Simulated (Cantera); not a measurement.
An isothermal, constant-pressure homogeneous reactor starts with NO : N2 = 1 : 0.22 (molar parts), at 1498 K and 0.770 atm. Integrator tolerance rtol = 1e-08.

Cantera simulation using GRI-Mech 3.0 (53 species, 325 reactions); the numbers are that mechanism's predictions, not measurements.

**Question.** What does this change do: pressure from 0.770 atm to 0.109 atm?

**Answer.** 
| quantity | before | after |
|---|---|---|
| x(NO) at 300 s | 0.179 (gas-phase equilibrium 0.00147) | 0.548 (gas-phase equilibrium 0.00147) |
| x(N2) at 300 s | 0.500 (gas-phase equilibrium 0.589) | 0.316 (gas-phase equilibrium 0.589) |
| x(N2O) at 300 s | 1.04e-5 (gas-phase equilibrium 6.89e-8) | 9.10e-5 (gas-phase equilibrium 2.59e-8) |
| x(NO2) at 300 s | 0.00105 (gas-phase equilibrium 9.73e-6) | 0.000776 (gas-phase equilibrium 3.65e-6) |
| x(O2) at 300 s | 0.319 (gas-phase equilibrium 0.409) | 0.135 (gas-phase equilibrium 0.409) |
| x(O) at 300 s | 2.55e-6 (gas-phase equilibrium 2.88e-6) | 4.55e-6 (gas-phase equilibrium 7.66e-6) |

**Question.** What does this change do: pressure from 0.770 atm to 0.178 atm?

**Answer.** 
| quantity | before | after |
|---|---|---|
| x(NO) at 300 s | 0.179 (gas-phase equilibrium 0.00147) | 0.452 (gas-phase equilibrium 0.00147) |
| x(N2) at 300 s | 0.500 (gas-phase equilibrium 0.589) | 0.364 (gas-phase equilibrium 0.589) |
| x(N2O) at 300 s | 1.04e-5 (gas-phase equilibrium 6.89e-8) | 6.26e-5 (gas-phase equilibrium 3.31e-8) |
| x(NO2) at 300 s | 0.00105 (gas-phase equilibrium 9.73e-6) | 0.000957 (gas-phase equilibrium 4.68e-6) |
| x(O2) at 300 s | 0.319 (gas-phase equilibrium 0.409) | 0.183 (gas-phase equilibrium 0.409) |
| x(O) at 300 s | 2.55e-6 (gas-phase equilibrium 2.88e-6) | 4.08e-6 (gas-phase equilibrium 5.99e-6) |
